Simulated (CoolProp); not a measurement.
Saturated liquid density (kg/m³) of nitrous oxide: the reference equation beside estimates from Tc = 309.5 K, pc = 72.45 bar, ω = 0.161. Rackett uses Z = 0.29056 − 0.08775 ω.

The numbers come from the reference Helmholtz-energy equation of state, Lemmon 2006 in CoolProp. It is a short technical equation, of lower accuracy than the large ones.

```
T (K)  reference  Rackett  van der Waals  Redlich-Kwong  Peng-Robinson
-----  ---------  -------  -------------  -------------  -------------
190.9       1212     1192          754.9           1109           1273
205.1       1169     1151          729.5           1065           1228
219.3       1123        …          701.9              …           1177
233.5       1074     1060              …          962.1              …
247.7       1020     1009          638.4          902.0              …
261.9          …        …          600.5          833.8          975.4
276.1      891.8    885.5          556.2              …          881.5
290.3      806.0    801.6          500.8          655.9          761.4
304.5      669.0    666.1          416.4          510.9          578.8
```

Problem. Fill in the missing entries.

Solution. 
- 219.3, Rackett: 1107
- 219.3, Redlich-Kwong: 1016
- 233.5, van der Waals: 671.8
- 233.5, Peng-Robinson: 1120
- 247.7, Peng-Robinson: 1053
- 261.9, reference: 960.6
- 261.9, Rackett: 952.1
- 276.1, Redlich-Kwong: 754.2

Absolute difference from the reference over all 9 rows, mean and median: Rackett 1.1 and 1.1 %, van der Waals 37.6 and 37.6 %, Redlich-Kwong 13.3 and 11.6 %, Peng-Robinson 4.9 and 4.8 %.
